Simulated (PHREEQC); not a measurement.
0.012 g of hydrous ferric oxide (600 m²/g; 0.2 weak and 0.005 strong sites per Fe, Dzombak-Morel constants, diffuse double layer) in 1 kg of water with 0.1 mol/kgw of an inert sodium salt and 0.083 mmol/kgw SrCl2 and 0.0041 mmol/kgw MnCl2, at 25 °C; the pH is set by adding NaOH or the inert anion's acid. No oxygen is let in. CO2 from the air is kept out. No solid was allowed to form.

The series has 13 steps of pH, from 3 to 9.

Equilibrium calculation in PHREEQC: ion-association model, wateq4f.dat.

Question: Near which pH is half of the Mn sorbed, and on which side is more sorbed?

Answer: Near pH 8.4, with more sorbed at higher pH.

The oxide is taken as insoluble; below pH 4 it would dissolve.
